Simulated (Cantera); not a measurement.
A Cantera script and its output.

```python
import numpy as np
import cantera as ct

gas = ct.Solution("h2o2.yaml")
gas.TPX = 925, 43000, {'H2': 1.8, 'O2': 1, 'N2': 1.4}
reactor = ct.IdealGasConstPressureReactor(gas, energy="off", clone=False)
net = ct.ReactorNet([reactor])
net.rtol, net.atol = 1e-08, 1e-18
show = ['H2', 'O2', 'H2O', 'HO2', 'O', 'H2O2', 'OH']
times = np.geomspace(0.0005, 3, 13)

steps = ct.SolutionArray(gas, extra=["t"])
rows = []
print(f"{'t/s':>10s}{'T/K':>9s}{'P/Pa':>11s}" + "".join(f"{s:>11s}" for s in show))
for t in times:
    while net.time < t:
        t_next = net.step()
        steps.append(gas.state, t=t_next)
    rows.append([np.interp(t, steps.t, y) for y in (steps.T, steps.P, *steps(*show).X.T)])
    print(f"{t:10.3e}{rows[-1][0]:9.1f}{rows[-1][1]:11.4g}" + "".join(f"{x:11.3e}" for x in rows[-1][2:]))
rate = np.gradient(steps.T, steps.t)
print("integrator steps:", len(steps.t))
if steps.T.max() > steps.T[0] + 200:
    print(f"time of steepest temperature rise: {steps.t[rate.argmax()]:.4e} s")
gas.TPX = 925, 43000, {'H2': 1.8, 'O2': 1, 'N2': 1.4}
gas.equilibrate("TP")
print(f"equilibrium (TP): T = {gas.T:.1f} K  " + "  ".join(f"{s} {gas[s].X[0]:.3e}" for s in show))
```

It prints:

```
       t/s      T/K       P/Pa         H2         O2        H2O        HO2          O       H2O2         OH
 5.000e-04    925.0    4.3e+04  4.286e-01  2.381e-01  4.243e-06  2.894e-06  1.169e-07  9.831e-09  3.197e-08
 1.032e-03    925.0    4.3e+04  2.525e-01  1.529e-01  2.216e-01  1.729e-04  2.817e-04  5.648e-06  2.661e-04
 2.131e-03    925.0    4.3e+04  2.299e-01  1.417e-01  2.528e-01  7.608e-05  1.892e-08  8.999e-05  1.413e-08
 4.401e-03    925.0    4.3e+04  2.298e-01  1.417e-01  2.528e-01  3.537e-05  1.485e-08  1.168e-04  9.874e-09
 9.086e-03    925.0    4.3e+04  2.298e-01  1.416e-01  2.529e-01  2.941e-05  1.549e-08  1.319e-04  1.021e-08
 1.876e-02    925.0    4.3e+04  2.296e-01  1.415e-01  2.531e-01  3.158e-05  1.834e-08  1.577e-04  1.234e-08
 3.873e-02    925.0    4.3e+04  2.292e-01  1.413e-01  2.535e-01  3.681e-05  2.528e-08  2.192e-04  1.775e-08
 7.996e-02    925.0    4.3e+04  2.279e-01  1.406e-01  2.551e-01  4.696e-05  4.271e-08  3.735e-04  3.249e-08
 1.651e-01    925.0    4.3e+04  2.228e-01  1.380e-01  2.613e-01  6.036e-05  7.503e-08  6.653e-04  6.418e-08
 3.409e-01    925.0    4.3e+04  2.073e-01  1.304e-01  2.811e-01  6.452e-05  8.852e-08  7.974e-04  8.306e-08
 7.038e-01    925.0    4.3e+04  1.769e-01  1.157e-01  3.198e-01  5.973e-05  7.863e-08  6.911e-04  8.023e-08
 1.453e+00    925.0    4.3e+04  1.295e-01  9.283e-02  3.802e-01  5.072e-05  6.519e-08  4.960e-04  7.520e-08
 3.000e+00    925.0    4.3e+04  7.022e-02  6.420e-02  4.559e-01  3.718e-05  5.219e-08  2.619e-04  7.152e-08
integrator steps: 1453
equilibrium (TP): T = 925.0 K  H2 3.758e-11  O2 3.030e-02  H2O 5.455e-01  HO2 1.127e-10  O 3.580e-12  H2O2 6.218e-11  OH 4.205e-08
```

Detailed kinetics in Cantera: the H2/O2 subset of GRI-Mech 3.0, which has no nitrogen chemistry. Below about 950 K walls govern HO2 and H2O2 in real vessels. The temperature is held fixed by assumption; the heat of reaction is taken as removed at once.
